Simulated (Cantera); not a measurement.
Mixture: CO : H2 : CH4 : O2 : N2 = 1 : 0.16 : 0.65 : 3.42 : 14 (molar parts), equivalence ratio 0.55, at 1.00 bar, adiabatic and at constant pressure. Ignition delay is the time to a rise of 400 K.

Model: GRI-Mech 3.0 (53 species, 325 reactions), integrated in Cantera.

Problem. At T0 = 1423 K, what is the delay, and which 8 reactions control it most (d ln τ / d ln k, from doubling and halving each rate constant)?

Solution. The delay is 0.554 ms.
| reaction | d ln τ / d ln k | faster rate |
|---|---|---|
| H + O2 <=> O + OH | -0.84 | shortens it |
| CH4 + OH <=> CH3 + H2O | 0.50 | lengthens it |
| 2 CH3 (+M) <=> C2H6 (+M) | 0.29 | lengthens it |
| H2 + OH <=> H + H2O | -0.27 | shortens it |
| CH4 + H <=> CH3 + H2 | 0.22 | lengthens it |
| CH3 + O2 <=> CH3O + O | -0.20 | shortens it |
| CH3 + HO2 <=> CH3O + OH | -0.18 | shortens it |
| CO + OH <=> CO2 + H | -0.18 | shortens it |
